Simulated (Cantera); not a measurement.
Mixture: C₃H₈ : O₂ : N₂ = 1 : 2.78 : 15 (molar parts), equivalence ratio 1.8, at 0.405 atm, adiabatic and at constant volume. Ignition delay is the time to a rise of 400 K.

Computed with Cantera and GRI-Mech 3.0 (53 species, 325 reactions). GRI-Mech 3.0 was tuned for natural gas; its chemistry of propane as a main component is partial and can be far from experiment.

Predict: delay at 1248 K; delay at 1398 K; delay at 1548 K; delay at 1698 K; apparent activation energy between 1623 and 1773 K.


```json
{
 "delay at 1248 K": "4.42 ms",
 "delay at 1398 K": "0.485 ms",
 "delay at 1548 K": "0.117 ms",
 "delay at 1698 K": "47.1 µs",
 "apparent activation energy between 1623 and 1773 K": "120 kJ/mol"
}
```
